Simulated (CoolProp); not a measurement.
Cyclopentane along the isotherm 550 K: density (kg/m³) from the reference equation and from simpler models built on Tc = 511.7 K, pc = 4583 kPa, ω = 0.202; each cubic takes its own stable root.

Values from CoolProp's reference Helmholtz-energy equation of state, Gedanitz 2015.

```tsv
p (kPa)	phase	reference
716	gas	11.49
1430	gas	24.13
2150	gas	38.38
2860	gas	54.38
3580	gas	73.30
4300	gas	96.21
5010	supercritical	124.9
5730	supercritical	164.3
6440	supercritical	217.7
7160	supercritical	281.2
7880	supercritical	333.7
8590	supercritical	368.0
9310	supercritical	391.8
10000	supercritical	408.6
10700	supercritical	422.1
11500	supercritical	434.7
```

Problem. How far does each simpler model (ideal gas, Peng-Robinson) lie from the reference over these 16 states: mean and median of the absolute difference, and the worst?

Solution. 
- ideal gas: mean 42.4 %, median 50.6 %, worst -64.2 % at 550 K and 8590 kPa
- Peng-Robinson: mean 3.1 %, median 2.1 %, worst -7.0 % at 550 K and 8590 kPa
